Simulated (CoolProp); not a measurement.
Vapour-liquid equilibrium of isohexane (1) + benzene (2) at 0.602 MPa; x and y are mole fractions of (1).

Model: multi-fluid Helmholtz-energy mixture model, Lemmon 2006 and Thol 2012; pair parameters Bell 2016, in CoolProp.

```csv
x,"bubble temperature, mixture model (K)","bubble temperature, Raoult's law (K)","y, mixture model","y, Raoult's law"
0.05,421.8,423.4,0.097,0.075
0.2,415.5,419.6,(withheld),0.281
0.35,411.3,416.0,0.461,0.458
0.5,408.4,412.6,0.588,0.612
0.65,406.2,409.4,(withheld),0.747
0.8,(withheld),406.4,0.830,0.865
0.95,(withheld),403.6,0.957,0.968
```

Problem. Fill in the missing entries.

Solution. 
- 0.2, y, mixture model: 0.309
- 0.65, y, mixture model: 0.708
- 0.8, bubble temperature, mixture model (K): 404.4
- 0.95, bubble temperature, mixture model (K): 403.1

The largest gap from Raoult's law is -4.7 K in bubble temperature, at x = 0.35. No azeotrope shows between x = 0.05 and 0.95.

Pair parameters are fitted to limited data, so mixtures are less certain than the pure fluids.
